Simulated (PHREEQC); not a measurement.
Metal-bearing waste water

A solution holds 0.042 mol FeCl3, 0.29 mol CuCl2 and 3.1e-05 mol (CH3)4NF per kg of water, at 95 °C. Closed to the air; pH follows from the charge balance.

Equilibrium calculation in PHREEQC: ion-association model, phreeqc.dat.

The pH comes out as 1.97 and the ionic strength is 0.524 mol/kgw. The activity of water comes out as 0.987. The density is 1.000 g/cm³ and the total alkalinity is -84.0 meq/kg.

| species | molality | activity | log γ |
|---|---|---|---|
| Cl- | 0.416 | 0.253 | -0.217 |
| CuCl+ | 0.206 | 0.125 | -0.216 |
| Cu+2 | 0.0564 | 0.0115 | -0.691 |
| CuCl2 | 0.0278 | 0.0313 | 0.052 |
| FeCl+2 | 0.0253 | 0.00432 | -0.768 |
| H+ | 0.0145 | 0.0107 | -0.133 |
| FeOH+2 | 0.00922 | 0.00158 | -0.768 |

This is a speciation only: nothing precipitates in the calculation. Examples of supersaturated solids here: Hematite (slow to form), Goethite (slow to form). Others may be too. (CH3)4N+ isn't in the database: it is added as a free cation with an ion size of 4 Å. Constants without temperature data keep their 25 °C values here. Fluoro complexes past AlF4- and FeF3 are missing from the database.
